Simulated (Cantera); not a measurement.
**N2O furnace oxynitridation**

An isothermal, constant-pressure homogeneous reactor starts with N2O : O2 = 1 : 0.057 (molar parts), at 1075 K and 1.18 atm.

Computed with Cantera and GRI-Mech 3.0 (53 species, 325 reactions). GRI-Mech 3.0 was tuned for natural gas; its chemistry of N2O as a main component is partial and can be far from experiment. The mechanism lacks the step 2 NO + O2 → 2 NO2, which can matter for NO2 below about 1400 K. The temperature is held fixed by assumption; the heat of reaction is taken as removed at once.

```tsv
t (s)	x N2O	x O2	x NO	x NO2	x N2	x O
2.00e-5	0.946	0.0539	3.43e-8	<1e-12	7.25e-7	1.73e-7
5.97e-5	0.946	0.0539	1.42e-7	<1e-12	2.47e-6	1.90e-7
0.000178	0.946	0.0539	4.69e-7	7.73e-12	7.73e-6	1.91e-7
0.000532	0.946	0.0539	1.45e-6	7.36e-11	2.34e-5	1.91e-7
0.00159	0.946	0.0540	4.36e-6	6.66e-10	7.03e-5	1.91e-7
0.00474	0.946	0.0540	1.30e-5	5.98e-9	0.000210	1.91e-7
0.0141	0.945	0.0542	3.89e-5	5.07e-8	0.000627	1.91e-7
0.0422	0.943	0.0548	0.000116	4.08e-7	0.00187	1.90e-7
0.126	0.938	0.0565	0.000342	2.76e-6	0.00555	1.90e-7
0.376	0.921	0.0614	0.001000	1.33e-5	0.0163	1.88e-7
1.12	0.875	0.0753	0.00283	4.52e-5	0.0468	1.82e-7
3.35	0.757	0.111	0.00735	0.000124	0.125	1.65e-7
10.0	0.521	0.182	0.0156	0.000269	0.281	1.29e-7
```
x: mole fraction; the columns are a selection and need not sum to one.

Equilibrium at this temperature and pressure: N2O 6.05e-9, O2 0.358, NO 7.98e-5, NO2 3.77e-6, N2 0.642, O 7.21e-10 (gas phase only).
